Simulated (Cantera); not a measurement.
A perfectly stirred reactor is fed with C₃H₈ : O₂ : N₂ = 1.4 : 4.55 : 17.1 (molar parts), at 1.01 bar; it is adiabatic with a 400 K inlet, and is followed from long to short residence time, starting on the burning branch (τ in s: 0.025, 0.012, 0.0057, 0.0028, 0.0013, 0.00064, 0.00031, 0.00015, 7.1e-05, 3.4e-05, 1.6e-05, 7.9e-06).

Model: GRI-Mech 3.0 (53 species, 325 reactions), integrated in Cantera. GRI-Mech 3.0 was tuned for natural gas; its chemistry of propane as a main component is partial and can be far from experiment.

Q: Predict: blow-out, bracketed by the residence times tried; x(C₃H₈) at τ = 25.0 ms; x(O₂) at τ = 25.0 ms; x(NO) at τ = 25.0 ms; x(CH₄) at τ = 25.0 ms; x(O) at τ = 25.0 ms; x(C₃H₈) at τ = 0.310 ms; x(O₂) at τ = 0.310 ms; x(NO) at τ = 0.310 ms; x(CH₄) at τ = 0.310 ms; x(O) at τ = 0.310 ms.

A: 
```
Item                                                                            Result
------------------------------------------------  ------------------------------------
blow-out, bracketed by the residence times tried  burning at 0.310 ms, out at 0.150 ms
x(C₃H₈) at τ = 25.0 ms                                                         2.01e-6
x(O₂) at τ = 25.0 ms                                                          0.000265
x(NO) at τ = 25.0 ms                                                          0.000156
x(CH₄) at τ = 25.0 ms                                                         0.000236
x(O) at τ = 25.0 ms                                                            8.62e-6
x(C₃H₈) at τ = 0.310 ms                                                       0.000134
x(O₂) at τ = 0.310 ms                                                           0.0102
x(NO) at τ = 0.310 ms                                                          3.68e-5
x(CH₄) at τ = 0.310 ms                                                         0.00157
x(O) at τ = 0.310 ms                                                          0.000118
```
